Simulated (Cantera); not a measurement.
An isothermal, constant-pressure homogeneous reactor starts with 2.73 % CH4, 94.0 % H2, 3.29 % H, at 1375 K and 27.0 Torr.

Model: GRI-Mech 3.0 (53 species, 325 reactions), integrated in Cantera. GRI-Mech 3.0 stops at C3 and has no aromatics, soot or wall deposition, so with more carbon than oxygen in the feed, carbon stays in small species such as C2H2 where larger ones or solid carbon would form. Radical loss at walls, strong at low pressure, is not modelled.

x: mole fraction; the columns are a selection and need not sum to one.

| t (s) | x CH4 | x H2 | x H | x C2H2 | x C2H | x CH3 |
|---|---|---|---|---|---|---|
| 1.00e-5 | 0.0240 | 0.943 | 0.0294 | 4.60e-7 | 4.32e-11 | (withheld) |
| 4.39e-5 | 0.0202 | 0.950 | 0.0233 | 3.46e-5 | 1.01e-9 | (withheld) |
| 0.000192 | 0.0205 | 0.960 | 0.0136 | 0.000222 | 2.64e-9 | (withheld) |
| 0.000843 | 0.0235 | 0.969 | 0.00451 | 0.000533 | 2.00e-9 | (withheld) |
| 0.00370 | 0.0248 | 0.972 | 0.00110 | 0.000782 | 7.12e-10 | (withheld) |
| 0.0162 | 0.0250 | 0.973 | 0.000256 | 0.000961 | 2.04e-10 | (withheld) |
| 0.0711 | 0.0250 | 0.974 | 6.17e-5 | 0.00109 | 5.58e-11 | (withheld) |
| 0.312 | 0.0250 | 0.974 | 1.98e-5 | 0.00118 | 1.94e-11 | (withheld) |
| 1.37 | 0.0250 | 0.974 | 1.55e-5 | 0.00126 | 1.62e-11 | 7.93e-6 |
| 6.00 | 0.0249 | 0.974 | 1.55e-5 | 0.00133 | 1.71e-11 | 7.89e-6 |

Q: Fill in the missing entries.

A: 
- 1.00e-5, x CH3: 0.00324
- 4.39e-5, x CH3: 0.00665
- 0.000192, x CH3: 0.00552
- 0.000843, x CH3: 0.00217
- 0.00370, x CH3: 0.000556
- 0.0162, x CH3: 0.000131
- 0.0711, x CH3: 3.16e-5
- 0.312, x CH3: 1.01e-5
